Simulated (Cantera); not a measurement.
An adiabatic, constant-pressure homogeneous reactor starts with CH₄ : O₂ : N₂ = 1 : 4.76 : 17.9 (molar parts), equivalence ratio 0.42, at 1575 K and 5.70 bar. Integrator tolerance rtol = 1e-08.

Cantera simulation using GRI-Mech 3.0 (53 species, 325 reactions); the numbers are that mechanism's predictions, not measurements.

Problem. What does this change do: CH4 1 to 0.51 parts?

Solution. 
```
quantity                                                            before                                      after
---------------------------------  ---------------------------------------  -----------------------------------------
time of steepest temperature rise                                 0.116 ms                                   0.105 ms
temperature at 7.00 s                                               2390 K                                     2031 K
equilibrium temperature                                             2390 K                                     2031 K
x(CH₄) at 7.00 s                     <1e-12 (gas-phase equilibrium <1e-12)      <1e-12 (gas-phase equilibrium <1e-12)
x(O₂) at 7.00 s                        0.109 (gas-phase equilibrium 0.109)        0.157 (gas-phase equilibrium 0.157)
x(O) at 7.00 s                     0.00114 (gas-phase equilibrium 0.00114)  0.000141 (gas-phase equilibrium 0.000141)
x(CO) at 7.00 s                    0.00105 (gas-phase equilibrium 0.00105)    3.98e-5 (gas-phase equilibrium 3.98e-5)
x(OH) at 7.00 s                    0.00501 (gas-phase equilibrium 0.00501)  0.000947 (gas-phase equilibrium 0.000947)
x(CH₂O) at 7.00 s                    <1e-12 (gas-phase equilibrium <1e-12)      <1e-12 (gas-phase equilibrium <1e-12)
```

Problem. What does this change do: pressure from 5.70 bar to 3.70 bar?

Solution. 
```json
[
 {"quantity": "time of steepest temperature rise", "before": "0.116 ms", "after": "0.164 ms"},
 {"quantity": "temperature at 7.00 s", "before": "2390 K", "after": "2385 K"},
 {"quantity": "equilibrium temperature", "before": "2390 K", "after": "2385 K"},
 {"quantity": "x(CH₄) at 7.00 s", "before": "<1e-12 (gas-phase equilibrium <1e-12)", "after": "<1e-12 (gas-phase equilibrium <1e-12)"},
 {"quantity": "x(O₂) at 7.00 s", "before": "0.109 (gas-phase equilibrium 0.109)", "after": "0.109 (gas-phase equilibrium 0.109)"},
 {"quantity": "x(O) at 7.00 s", "before": "0.00114 (gas-phase equilibrium 0.00114)", "after": "0.00138 (gas-phase equilibrium 0.00138)"},
 {"quantity": "x(CO) at 7.00 s", "before": "0.00105 (gas-phase equilibrium 0.00105)", "after": "0.00126 (gas-phase equilibrium 0.00126)"},
 {"quantity": "x(OH) at 7.00 s", "before": "0.00501 (gas-phase equilibrium 0.00501)", "after": "0.00547 (gas-phase equilibrium 0.00547)"},
 {"quantity": "x(CH₂O) at 7.00 s", "before": "<1e-12 (gas-phase equilibrium <1e-12)", "after": "<1e-12 (gas-phase equilibrium <1e-12)"}
]
```
